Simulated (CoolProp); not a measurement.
trans-2-butene along the isobar 0.78 MPa: density (kg/m³) from the reference equation and from simpler models built on Tc = 428.6 K, pc = 4.019 MPa, ω = 0.210; each cubic takes its own stable root.

Values from CoolProp's reference Helmholtz-energy equation of state, Lemmon 2005. It is a short technical equation, of lower accuracy than the large ones.

```json
[
 {"T (K)": "323.8", "phase": "liquid", "reference": "567.0", "van der Waals": "18.60", "Redlich-Kwong": "491.3", "Peng-Robinson": "577.9"},
 {"T (K)": "360.5", "phase": "gas", "reference": "16.88", "van der Waals": "___", "Redlich-Kwong": "___", "Peng-Robinson": "16.87"},
 {"T (K)": "378.8", "phase": "gas", "reference": "15.63", "van der Waals": "15.16", "Redlich-Kwong": "15.46", "Peng-Robinson": "15.69"},
 {"T (K)": "397.1", "phase": "gas", "reference": "14.62", "van der Waals": "14.31", "Redlich-Kwong": "14.53", "Peng-Robinson": "14.70"},
 {"T (K)": "415.5", "phase": "gas", "reference": "13.76", "van der Waals": "13.56", "Redlich-Kwong": "13.71", "Peng-Robinson": "13.84"},
 {"T (K)": "433.8", "phase": "gas", "reference": "13.02", "van der Waals": "12.89", "Redlich-Kwong": "13.00", "Peng-Robinson": "13.10"},
 {"T (K)": "452.1", "phase": "gas", "reference": "12.37", "van der Waals": "12.29", "Redlich-Kwong": "12.37", "Peng-Robinson": "12.44"},
 {"T (K)": "470.4", "phase": "gas", "reference": "11.79", "van der Waals": "11.75", "Redlich-Kwong": "___", "Peng-Robinson": "11.86"},
 {"T (K)": "488.8", "phase": "gas", "reference": "11.27", "van der Waals": "11.25", "Redlich-Kwong": "11.29", "Peng-Robinson": "11.33"},
 {"T (K)": "507.1", "phase": "gas", "reference": "10.80", "van der Waals": "10.80", "Redlich-Kwong": "10.82", "Peng-Robinson": "10.85"}
]
```

Question: Some entries are withheld; supply them.

Answer: 
- 360.5, van der Waals: 16.13
- 360.5, Redlich-Kwong: 16.57
- 470.4, Redlich-Kwong: 11.80

At some of these states van der Waals gives the other phase, because its saturation line lies elsewhere.
